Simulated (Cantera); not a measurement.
Feed: 1 mol FeS, a varied amount of H₂, held at 1373.15 K and 510000 Pa.

Method: chemical equilibrium by Gibbs-energy minimisation in Cantera with the NASA 1993 tables (ideal gas, pure condensed phases). Candidate condensed phases: Fe, FeS, FeS₂, S; 8 gas species. Metal and sulfide melt together well below either melting point, which pure phases cannot show. Mutual solubility and eutectic melting of coexisting phases are not modelled. FeS: taken at fixed stoichiometry. Kinetics and transport are ignored.

### Question
Which condensed phases are stable at each of these points (n(H₂) (mol)): 4.5, 7.9, 14, 24, 41, 71, 120, 210, 370?

### Answer
```
n(H₂) (mol)  condensed phases  Fe condensed (%)
-----------  ----------------  ----------------
4.5            Fe(γ) + FeS(s)             100.0
7.9            Fe(γ) + FeS(s)             100.0
14             Fe(γ) + FeS(s)             100.0
24             Fe(γ) + FeS(s)             100.0
41             Fe(γ) + FeS(s)             100.0
71             Fe(γ) + FeS(s)             100.0
120                     Fe(γ)             100.0
210                     Fe(γ)             100.0
370                     Fe(γ)             100.0
```

From 4.5 mol H₂ to 71 mol H₂ the condensed part is Fe(γ) + FeS(s). From 120 mol H₂ to 370 mol H₂ the condensed part is Fe(γ).
